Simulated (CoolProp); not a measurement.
Vapour-liquid equilibrium of R125 (1) + R152A (2) at 0.0166 MPa; x and y are mole fractions of (1).

Model: multi-fluid Helmholtz-energy mixture model, Lemmon 2005 and Outcalt 1996; pair parameters Bell 2016, in CoolProp.

Problem. Give the bubble temperature and the first vapour's composition at x = 0.2, 0.65, 0.8. Is there an azeotrope?

Solution. x = 0.2: 208.0 K, y = 0.476; x = 0.65: 199.2 K, y = 0.878; x = 0.8: 196.8 K, y = 0.944. No azeotrope shows between x = 0.05 and 0.95.

The pair parameters rest on a limited set of measurements; away from them the model extrapolates. The gap from Raoult's law changes sign with composition, which may be real or a fault of the pair parameters; it wasn't checked against measurements.
